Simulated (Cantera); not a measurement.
An adiabatic, constant-pressure homogeneous reactor starts with CH₃OH : O₂ : N₂ : H₂O = 1 : 0.75 : 2.82 : 0.52 (molar parts), at 1375 K and 13.0 bar. Integrator tolerance rtol = 1e-08.

Detailed kinetics in Cantera: GRI-Mech 3.0 (53 species, 325 reactions). GRI-Mech 3.0 was tuned for natural gas; its chemistry of methanol as a main component is partial and can be far from experiment. The pressure lies above the range GRI-Mech 3.0 was tuned for (to about 10 atm).

```tsv
quantity	before	after
time of steepest temperature rise	69.5 µs	74.0 µs
temperature at 3.00 s	2437 K	2480 K
equilibrium temperature	2437 K	2480 K
x(CH₃OH) at 3.00 s	5.12e-12 (gas-phase equilibrium 5.27e-12)	5.11e-12 (gas-phase equilibrium 5.25e-12)
x(O₂) at 3.00 s	7.51e-6 (gas-phase equilibrium 7.51e-6)	9.55e-6 (gas-phase equilibrium 9.55e-6)
x(H₂O) at 3.00 s	0.274 (gas-phase equilibrium 0.274)	0.250 (gas-phase equilibrium 0.250)
x(C₂H₄) at 3.00 s	<1e-12 (gas-phase equilibrium <1e-12)	<1e-12 (gas-phase equilibrium <1e-12)
x(C₂H₂) at 3.00 s	<1e-12 (gas-phase equilibrium <1e-12)	<1e-12 (gas-phase equilibrium <1e-12)
x(O) at 3.00 s	8.05e-6 (gas-phase equilibrium 8.05e-6)	1.13e-5 (gas-phase equilibrium 1.13e-5)
x(NO₂) at 3.00 s	1.89e-9 (gas-phase equilibrium 1.89e-9)	2.53e-9 (gas-phase equilibrium 2.53e-9)
```

Problem. Name the change that produced these shifts.
(A) H2O 0.52 to 0.29 parts
(B) pressure from 13.0 bar to 1.00 bar
(C) initial temperature 1375 to 950 K
(D) pressure from 13.0 bar to 0.430 bar

Solution. A, H2O 0.52 to 0.29 parts
